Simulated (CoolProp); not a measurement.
Computed with CoolProp (reference Helmholtz-energy equation of state, Younglove 1994). It is a modified Benedict-Webb-Rubin equation, recast in Helmholtz form.

Problem. Give the vapour pressure (MPa), liquid density (kg/m³), enthalpy of vaporisation (kJ/kg), liquid cp (kJ/(kg K)) of saturated R123 at 305 K.

Solution. 
```tsv
T (K)	p (MPa)	liquid density (kg/m³)	enthalpy of vaporisation (kJ/kg)	liquid cp (kJ/(kg K))
305	0.117	1450	168	1.03
```
